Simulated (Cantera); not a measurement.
Adiabatic ignition

An adiabatic, constant-volume homogeneous reactor starts with 22.9 % H2, 14.9 % O2, 56.0 % N2, 6.19 % H2O, at 1448 K and 19.0 bar.

Computed with Cantera and GRI-Mech 3.0 (53 species, 325 reactions). The hydrogen kinetics of GRI-Mech 3.0 are dated; newer H2 mechanisms differ, most at raised pressure. The pressure lies above the range GRI-Mech 3.0 was tuned for (to about 10 atm). Above 3000 K some thermodynamic fits are extrapolated.

```tsv
t (s)	T (K)	P (bar)	x H2	x O2	x H2O	x NO2	x N2O	x OH	x H
2.00e-6	1468	19.2	0.227	0.147	0.0646	8.27e-12	3.37e-9	8.86e-5	0.000309
5.35e-6	3044	36.0	0.0135	0.0362	0.295	1.61e-6	4.43e-6	0.0264	0.00352
1.43e-5	3039	35.9	0.0136	0.0348	0.295	6.01e-6	4.42e-6	0.0259	0.00348
3.82e-5	3030	35.8	0.0137	0.0323	0.295	1.37e-5	4.55e-6	0.0249	0.00340
0.000102	3021	35.7	0.0138	0.0301	0.296	1.99e-5	4.81e-6	0.0241	0.00334
0.000273	3020	35.7	0.0138	0.0298	0.296	2.09e-5	4.87e-6	0.0240	0.00333
0.000731	3020	35.7	0.0138	0.0297	0.296	2.09e-5	4.87e-6	0.0240	0.00333
0.00196	3020	35.7	0.0138	0.0297	0.296	2.09e-5	4.87e-6	0.0240	0.00333
0.00523	3020	35.7	0.0138	0.0297	0.296	2.09e-5	4.87e-6	0.0240	0.00333
0.0140	3020	35.7	0.0138	0.0297	0.296	2.09e-5	4.87e-6	0.0240	0.00333
0.0374	3020	35.7	0.0138	0.0297	0.296	2.09e-5	4.87e-6	0.0240	0.00333
0.100	3020	35.7	0.0138	0.0297	0.296	2.09e-5	4.87e-6	0.0240	0.00333
```
x: mole fraction; the columns are a selection and need not sum to one.

```json
{
 "time_of_steepest_temperature_rise": "2.49 µs",
 "temperature at 0.100 s": "3020 K",
 "equilibrium_temperature": "3020 K",
 "x(H2) at 0.100 s": "0.0138 (gas-phase equilibrium 0.0138)",
 "x(O2) at 0.100 s": "0.0297 (gas-phase equilibrium 0.0297)",
 "x(H2O) at 0.100 s": "0.296 (gas-phase equilibrium 0.296)"
}
```
